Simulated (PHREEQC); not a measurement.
A solution holds 0.0022 mol CsCl, 0.019 mol NiCl2 and 8.9e-06 mol CaSO4 per kg of water, at 25 °C. Closed to the air; pH follows from the charge balance.

Computed with PHREEQC (ion-association model, wateq4f.dat).

Q: The ionic strength comes out as 0.0575 mol/kgw. What activity coefficients do Ni+2, NiOH+, Ca+2, Cl-, NiCl+ get?

A: Ni+2 0.44, NiOH+ 0.81, Ca+2 0.46, Cl- 0.80, NiCl+ 0.81.

No solid was allowed to form. Species that the database lacks are ignored.
